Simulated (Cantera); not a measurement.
Input: 1 mol TEOS, 0.23 mol H₂O, 9.6 mol H₂, equilibrated at 550 K and 0.638 Torr.

These are equilibrium values from Cantera (NASA tables, ideal gas, pure condensed phases), not measurements of a reactor. Candidate condensed phases: C, C₆H₆, C₇H₈, C₈H₁₈, H₂O, Si, SiC, SiO₂; 123 gas species. The feed counts by its element totals alone. The numbers say what is thermodynamically allowed, not how fast it happens.

Base state: H₂ 0.700, CH₄ 0.176, H₂O 0.115, CO₂ 0.00775, CO 0.000818 (mole fractions); condensed: C(graphite) + SiO₂(α-quartz).

What changes in the equilibrium state with this change: pressure from 0.638 Torr to 7.50 Torr?


```csv
species,before,after
CH₄,0.176,0.496
H₂,0.700,0.342
H₂O,0.115,0.157
CO,0.000818,0.000194
CO₂,0.00775,0.00515
"C(graphite), mol",4.86,1.33
"SiO₂(α-quartz), mol",1.00,1.00
```
